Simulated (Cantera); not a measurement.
A Cantera script and what it prints.

```python
import numpy as np
import cantera as ct

gas_names = """
    CL CLO CL2 H HCL HOCL HO2 H2 H2O H2O2 Li LiCL LiH LiO LiOH Li2 Li2CL2 Li2O Li2O2 Li2O2H2 Li3CL3 O OH
    O2 O3
""".split()
cond_names = """
    H2O(s) H2O(L) Li(cr) Li(L) LiCL(s) LiCL(L) LiH(s) LiH(L) LiOH(s) LiOH(L) Li2O(s) Li2O(L)
""".split()


def load(file, names, dense=False):
    # The tables refer to 1 bar. Condensed volumes are neglected.
    table = {s.name: s for s in ct.Species.list_from_file(file)}
    out = []
    for n in names:
        d = dict(table[n].input_data)
        d["thermo"] = dict(d["thermo"], **{"reference-pressure": 1e5})
        if dense:
            d["equation-of-state"] = {"model": "constant-volume", "density": "1e6 g/cm^3"}
        out.append(ct.Species.from_dict(d))
    return out


gas = ct.Solution(thermo="ideal-gas", species=load("nasa_gas.yaml", gas_names))
cond = {s.name: ct.Solution(thermo="fixed-stoichiometry", species=[s], name=s.name)
        for s in load("nasa_condensed.yaml", cond_names, dense=True)}
atoms = {
    'LiCl': {'Li': 1, 'CL': 1},
    'O2': {'O': 2},
    'H2': {'H': 2},
    'HCl': {'H': 1, 'CL': 1},
}
top_T = {}  # K; cautious upper limits of use, not melting points


def equilibrate(T, P, feed):
    n = {}
    for name, mol in feed.items():
        for a, k in atoms[name].items():
            n[a] = n.get(a, 0.0) + k * mol
    gas.TPX = T, P, n
    mass = sum(n.values()) * gas.mean_molecular_weight
    gas.equilibrate("TP")
    valid = [c for c in cond.values() if c.min_temp <= T <= top_T.get(c.name, c.max_temp)]
    mix = ct.Mixture([(gas, mass / gas.mean_molecular_weight)] + [(c, 0.0) for c in valid])
    mix.T, mix.P = T, P
    mix.equilibrate("TP", solver="vcs", rtol=1e-11, max_steps=5000)
    return mix


results = []
feed = {'LiCl': 1, 'O2': 1.9, 'H2': 1.6, 'HCl': 0.02}  # mol
T = 1523  # K
P = 7.8  # Pa
mix = equilibrate(T, P, feed)
results.append((T, P, feed, dict(zip(mix.species_names, mix.species_moles))))
print(gas.report(threshold=1e-06))
for i in range(1, mix.n_phases):
    print(f"{mix.phase(i).name:16s} {mix.phase_moles(i):12.5e} mol")
```

Output:

```
       temperature   1523 K
          pressure   7.8 Pa
           density   1.772e-05 kg/m^3
  mean mol. weight   28.768 kg/kmol
   phase of matter   gas

                          1 kg             1 kmol
                     ---------------   ---------------
          enthalpy       -3.8294e+06       -1.1016e+08  J
   internal energy       -4.2695e+06       -1.2283e+08  J
           entropy             12068        3.4718e+05  J/K
    Gibbs function       -2.2209e+07       -6.3892e+08  J
 heat capacity c_p            1447.9             41653  J/K
 heat capacity c_v            1158.9             33339  J/K

                      mass frac. Y      mole frac. X     chem. pot. / RT
                     ---------------   ---------------   ---------------
                CL         0.0013048         0.0010589           -28.829
                 H        1.3826e-06         3.946e-05           -18.247
               HCL         0.0096361         0.0076036           -47.077
                H2        1.5934e-05        0.00022738           -36.495
               H2O           0.26644           0.42547           -55.752
                Li        4.2946e-06        1.7802e-05           -26.573
              LiCL           0.39077            0.2652           -55.402
              LiOH         0.0027252         0.0032738           -64.078
            Li2CL2        2.8733e-05        9.7498e-06            -110.8
                 O        0.00018851        0.00033896           -19.257
                OH         0.0013455         0.0022759           -37.505
                O2           0.32754           0.29448           -38.514
     [  +13 minor]        9.9044e-07        9.9291e-07

Li(L)             0.00000e+00 mol
LiCL(L)           0.00000e+00 mol
LiH(L)            0.00000e+00 mol
LiOH(L)           0.00000e+00 mol
Li2O(s)           0.00000e+00 mol
```

Equilibrium computed with Cantera from the NASA thermochemical tables; the gas is ideal and each condensed phase is pure.
